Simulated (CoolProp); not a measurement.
Aqueous lithium chloride as a coolant, 10 % by mass, freezing at -12.2 °C, 1 atm.

Values from CoolProp's Melinder's fits for secondary coolants.

| T (°C) | conductivity (W/(m K)) | cp (kJ/(kg K)) | density (kg/m³) | Prandtl number |
|---|---|---|---|---|
| -6.8 | 0.532 | 3.621 | 1060 | 20.7 |
| -2.1 | 0.540 | ? | 1060 | 17.3 |
| 2.6 | 0.547 | 3.637 | 1059 | 14.8 |
| 7.3 | 0.554 | 3.646 | 1058 | 12.8 |
| 12 | 0.561 | 3.655 | 1058 | 11.1 |
| 16.7 | 0.569 | 3.664 | 1057 | ? |
| 21.4 | 0.576 | 3.673 | 1055 | 8.73 |
| 26.1 | 0.583 | 3.682 | 1054 | 7.79 |
| 30.8 | 0.590 | ? | 1053 | 6.99 |
| 35.5 | 0.597 | ? | 1051 | 6.29 |

Task: What belongs in the gaps?

Result: 
- -2.1, cp (kJ/(kg K)): 3.629
- 16.7, Prandtl number: 9.82
- 30.8, cp (kJ/(kg K)): 3.691
- 35.5, cp (kJ/(kg K)): 3.700
